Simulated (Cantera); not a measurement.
A perfectly stirred reactor is fed with H2 : O2 = 0.044 : 1 (molar parts), at 1.20 Torr; it is held at 1450 K, and followed from long to short residence time.

Detailed kinetics in Cantera: the H2/O2 subset of GRI-Mech 3.0, which has no nitrogen chemistry. Radical loss at walls, strong at low pressure, is not modelled. The temperature is held fixed by assumption; the heat of reaction is taken as removed at once.

**Question.** What does this change do: 0.049 parts H2O added?

**Answer.** 
```
quantity                 before     after
---------------------  --------  --------
x(H2) at τ = 9.70 s    0.000342  0.000504
x(O2) at τ = 9.70 s       0.938     0.899
x(OH) at τ = 9.70 s     0.00424   0.00505
x(H2O) at τ = 9.70 s     0.0394    0.0825
x(HO2) at τ = 9.70 s    1.33e-7   1.89e-7
x(H2) at τ = 93.0 ms    0.00113   0.00161
x(O2) at τ = 93.0 ms      0.921     0.882
x(OH) at τ = 93.0 ms    0.00602   0.00775
x(H2O) at τ = 93.0 ms    0.0360    0.0773
x(HO2) at τ = 93.0 ms   1.74e-7   2.67e-7
```
